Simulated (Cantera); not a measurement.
Input: 1 mol Si, a varied amount of HBr, 78 mol N₂, equilibrated at 10.0 mbar.

These are equilibrium values from Cantera (NASA tables, ideal gas, pure condensed phases), not measurements of a reactor. Candidate condensed phases: Br₂, Si, Si₃N₄; 28 gas species. N₂ is the only nitrogen source here; it is nearly inert below about 1500 K, so the nitride shown seldom forms there in practice. The tables' values for SiBr₃ are old estimates. Rates play no part.

What condenses at these points (T in K, n(HBr) in mol): (1600, 5.9); (1500, 5.9); (800, 7.2); (1100, 4.5); (1000, 8.6)?


```csv
T (K),n(HBr) in mol,condensed phases,Si condensed (%)
1600,5.9,gas only,0.0
1500,5.9,Si₃N₄,14.7
800,7.2,Si₃N₄,69.6
1100,4.5,Si₃N₄,84.9
1000,8.6,Si₃N₄,64.9
```
